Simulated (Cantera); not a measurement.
An isothermal, constant-pressure homogeneous reactor starts with 99.2 % N₂O, 0.823 % H₂O, at 1200 K and 3300 Pa.

Cantera simulation using GRI-Mech 3.0 (53 species, 325 reactions); the numbers are that mechanism's predictions, not measurements. GRI-Mech 3.0 was tuned for natural gas; its chemistry of N2O as a main component is partial and can be far from experiment. Radical loss at walls, strong at low pressure, is not modelled. The mechanism lacks the step 2 NO + O2 → 2 NO2, which can matter for NO2 below about 1400 K. The temperature is held fixed by assumption; the heat of reaction is taken as removed at once.

Task: Predict: x(N₂O) at 70.0 s; x(H₂O) at 70.0 s; x(NO) at 70.0 s; x(N₂) at 70.0 s; x(HO₂) at 70.0 s; x(O) at 70.0 s.

Result: 
```
Quantity                                            Value
----------------  ---------------------------------------
x(N₂O) at 70.0 s    0.167 (gas-phase equilibrium 2.64e-9)
x(H₂O) at 70.0 s  0.00596 (gas-phase equilibrium 0.00550)
x(NO) at 70.0 s   0.0521 (gas-phase equilibrium 0.000227)
x(N₂) at 70.0 s       0.525 (gas-phase equilibrium 0.663)
x(HO₂) at 70.0 s  6.89e-9 (gas-phase equilibrium 1.89e-9)
x(O) at 70.0 s    1.62e-6 (gas-phase equilibrium 7.99e-8)
```
